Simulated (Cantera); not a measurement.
**Equilibrium for abatement and gas-phase synthesis: CO₂ + H₂**

Input: 1 mol CO₂, 0.056 mol H₂, equilibrated at 36.0 Pa.

Method: chemical equilibrium by Gibbs-energy minimisation in Cantera with the NASA 1993 tables (ideal gas, pure condensed phases). Candidate condensed phases: C, C₆H₆, C₇H₈, C₈H₁₈, H₂O; 131 gas species. Ions and electrons are included (thermal ionisation). The numbers say what is thermodynamically allowed, not how fast it happens.

| T (°C) | log p O | log p CO | log p C | log p H | log p O₂ |
|---|---|---|---|---|---|
| 2727 | -3.78 | -3.77 | -11.63 | -4.72 | -5.66 |
| 2977 | -3.77 | -3.77 | -10.17 | -4.72 | -6.34 |
| 3227 | -3.77 | -3.77 | -8.92 | -4.72 | -6.92 |
| 3477 | -3.77 | -3.77 | -7.82 | -4.72 | -7.43 |
| 3727 | -3.77 | -3.77 | -6.86 | -4.72 | -7.88 |
| 3977 | -3.77 | -3.77 | -6.02 | -4.72 | -8.28 |
| 4227 | -3.76 | -3.79 | -5.29 | -4.73 | -8.62 |
| 4477 | -3.74 | -3.85 | -4.70 | -4.74 | -8.89 |
| 4727 | -3.71 | -4.02 | -4.30 | -4.79 | -9.10 |
log p: log10 of the partial pressure in bar; nothing condenses.

From 2727 °C to 4727 °C nothing is condensed. The main C-bearing gas is CO throughout.
